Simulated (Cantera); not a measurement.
Feed: 1 mol Si2H6, 0.49 mol CO2, at 0.133 bar.

These are equilibrium values from Cantera (NASA tables, ideal gas, pure condensed phases), not measurements of a reactor. Candidate condensed phases: C, C6H6, C7H8, C8H18, H2O, Si, SiC, SiO2; 123 gas species. The feed counts by its element totals alone. Kinetics and transport are ignored. All values below are at 377 °C.

Base state: H2 1.000, CH4 1.19e-5 (mole fractions); condensed: Si(s) + SiC(s) + SiO2(α-quartz).

Question: What changes in the equilibrium state with this change: CO2 from 0.49 to 12 mol?

Answer: 
```tsv
species	before	after
CO2	<1e-9	0.743
H2O	<1e-9	0.190
H2	1.000	0.0473
CO	<1e-9	0.0118
CH4	1.19e-5	0.00775
Si(s), mol	1.02	0
SiC(s), mol	0.490	0
SiO2(α-quartz), mol	0.490	2.00
C(graphite), mol	0	2.97
```
